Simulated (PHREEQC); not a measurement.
A PHREEQC speciation (ion-association model, wateq4f.dat) at 25 °C gives pH 5.06 and these molalities:

| species | mol/kgw |
|---|---|
| SO4-2 | 0.00316 |
| Cu+2 | 0.00315 |
| CuSO4 | 0.000840 |
| H+ | 9.57e-6 |
| Cu2(OH)2+2 | 3.84e-6 |
| CuOH+ | 2.65e-6 |
| HSO4- | 1.90e-6 |
| Cu(OH)2 | 5.67e-7 |

Question: What are the element totals, and what could have been dissolved in 1 kg of water to give them?

Answer: One answer among several that fit: totals Cu(2) 0.00400, S(6) 0.00400 mol/kgw, from 0.004 mol/kgw CuSO4.

Precipitation was switched off in this run. Examples of supersaturated solids here: Brochantite, Antlerite. Others may be too.
